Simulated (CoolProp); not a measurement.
Saturation properties of CF4 (R14) (Tc = 227.4 K, pc = 3.762 MPa, ω = 0.178).

The numbers come from the reference Helmholtz-energy equation of state, Platzer 1990 in CoolProp. This equation is an older, rougher fit; its heat capacities, sound speeds and derivatives of the liquid may be far off and weren't checked against measurements.

```
T (K)  p (MPa)  vapour density (kg/m³)  enthalpy of vaporisation (kJ/kg)  vapour viscosity (µPa s)
-----  -------  ----------------------  --------------------------------  ------------------------
135.5  0.04881                   3.891                             139.4                      8.08
145.3   0.1027                   7.757                             134.3                      8.74
155.1   0.1946                   14.09                             128.7                      9.44
164.9   0.3391                   23.83                             122.4                      10.2
174.6   0.5500                   38.04                             115.3                      11.0
184.4   0.8492                   58.72                             106.9                      11.9
194.2    1.254                   88.44                             97.03                      13.0
204      1.787                   132.0                             84.85                      14.4
```

It boils at 145.1 K under 1 atm.

Viscosity comes from a separate model (Huber 2003), an estimate that may be off by 10 % or more.
